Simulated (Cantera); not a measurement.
## Ignition delay

Mixture: H2 : O2 : N2 = 1 : 0.658 : 1.78 (molar parts), equivalence ratio 0.76, at 750 Torr, adiabatic and at constant pressure. Ignition delay is the time to a rise of 400 K.

Cantera simulation using the H2/O2 subset of GRI-Mech 3.0, which has no nitrogen chemistry; the numbers are that mechanism's predictions, not measurements. Below about 950 K walls govern HO2 and H2O2 in real vessels. Where the delays flatten at high temperature, the 400 K rule measures the pace of heat release, not the induction time.

```csv
T0 (K),delay (ms)
925,63.1
975,0.565
1025,0.162
1075,0.0911
1125,0.0610
1175,0.0444
1225,0.0342
1275,0.0274
```

The apparent activation energy between 1175 and 1275 K comes out as 60 kJ/mol.
